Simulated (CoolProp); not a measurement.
Properties of nitrous oxide along the isobar 0.101 MPa (Tc = 36.4 °C, pc = 7.245 MPa, ω = 0.161).

The numbers come from the reference Helmholtz-energy equation of state, Lemmon 2006 in CoolProp. It is a short technical equation, of lower accuracy than the large ones.

| T (°C) | phase | Z | Joule-Thomson coefficient (K/MPa) | isothermal compressibility (1/MPa) | expansivity (1/kK) | fugacity coefficient |
|---|---|---|---|---|---|---|
| -66.85 | gas | 0.9825 | 28.39 | 10.08 | 5.137 | 0.9829 |
| -27.65 | gas | 0.9900 | 17.40 | 10.00 | 4.203 | 0.9901 |
| 11.55 | gas | 0.9937 | 12.13 | 9.964 | 3.583 | 0.9937 |
| 50.75 | gas | 0.9958 | 9.005 | 9.943 | 3.129 | 0.9958 |
| 89.95 | gas | 0.9971 | 6.965 | 9.930 | 2.781 | 0.9971 |
| 129.15 | gas | 0.9980 | 5.545 | 9.921 | 2.504 | 0.9980 |
| 168.35 | gas | 0.9986 | 4.508 | 9.915 | 2.277 | 0.9986 |
| 207.55 | gas | 0.9990 | 3.724 | 9.911 | 2.089 | 0.9990 |
